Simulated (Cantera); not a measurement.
borazine + H2O + N2 (boron, boron nitride and boron oxide)

A closed system holds: 1 mol borazine, 0.067 mol H2O, 1.2 mol N2, at 1.00 Torr.

Equilibrium computed with Cantera from the NASA thermochemical tables; the gas is ideal and each condensed phase is pure. Candidate condensed phases: B, BN, B2O3, B3O3H3, H2O; 39 gas species. The feed counts by its element totals alone. The tables' values for BH2 are old estimates; treat these amounts as uncertain. The numbers say what is thermodynamically allowed, not how fast it happens.

| T (K) | x H2 | x N2 | x H | x HBO | n BN(s) | n B(s) |
|---|---|---|---|---|---|---|
| 1523 | 0.705 | 0.284 | 0.000532 | 0.00655 | 2.95 | 0 |
| 1598 | 0.702 | 0.284 | 0.00122 | 0.00957 | 2.94 | 0 |
| 1673 | 0.700 | 0.284 | 0.00261 | 0.0114 | 2.94 | 0 |
| 1748 | 0.697 | 0.284 | 0.00522 | 0.0117 | 2.93 | 0 |
| 1823 | 0.693 | 0.283 | 0.00988 | 0.0112 | 2.93 | 0 |
| 1898 | 0.686 | 0.282 | 0.0177 | 0.0101 | 2.93 | 0 |
| 1973 | 0.675 | 0.280 | 0.0304 | 0.00868 | 2.93 | 0 |
| 2048 | 0.658 | 0.277 | 0.0498 | 0.00709 | 2.93 | 0 |
| 2123 | 0.473 | 0.448 | 0.0675 | 0.00380 | 0 | 2.93 |
x: gas mole fraction; n: condensed amount in mol.

From 1523 K to 2048 K the condensed part is BN(s). At 2123 K the condensed part is B(s). The main B-bearing gas is HBO at 1523 K and BO at 2123 K.
